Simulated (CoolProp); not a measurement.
Saturation properties of dimethyl ether (Tc = 400.4 K, pc = 5.337 MPa, ω = 0.196).

Model: reference Helmholtz-energy equation of state, Wu 2011, in CoolProp.

| T (K) | p (MPa) | enthalpy of vaporisation (kJ/kg) | surface tension (mN/m) | liquid viscosity (µPa s) | vapour viscosity (µPa s) |
|---|---|---|---|---|---|
| 195.5 | 0.004829 | 521.5 | 27.2 | 474 | 7.08 |
| 203.1 | 0.008387 | 513.7 | 25.9 | 408 | 7.20 |
| 210.7 | 0.01391 | 505.9 | 24.6 | 355 | 7.32 |
| 218.3 | 0.02215 | 498.1 | 23.4 | 313 | 7.45 |
| 225.9 | 0.03401 | 490.0 | 22.2 | 278 | 7.60 |
| 233.5 | 0.05056 | 481.8 | 21.0 | 250 | 7.74 |
| 241.1 | 0.07303 | 473.4 | 19.8 | 226 | 7.90 |
| 248.7 | 0.1028 | 464.8 | 18.6 | 207 | 8.07 |
| 256.3 | 0.1414 | 455.9 | 17.4 | 190 | 8.24 |
| 263.9 | 0.1904 | 446.7 | 16.3 | 175 | 8.42 |
| 271.5 | 0.2516 | 437.1 | 15.1 | 163 | 8.61 |
| 279.2 | 0.3279 | 427.1 | 14.0 | 151 | 8.81 |
| 286.8 | 0.4194 | 416.7 | 12.9 | 141 | 9.01 |
| 294.4 | 0.5289 | 405.9 | 11.8 | 132 | 9.23 |

It boils at 248.4 K under 1 atm.

Viscosity comes from a separate model (Meng 2012). Surface tension comes from a separate correlation (Mulero 2012).
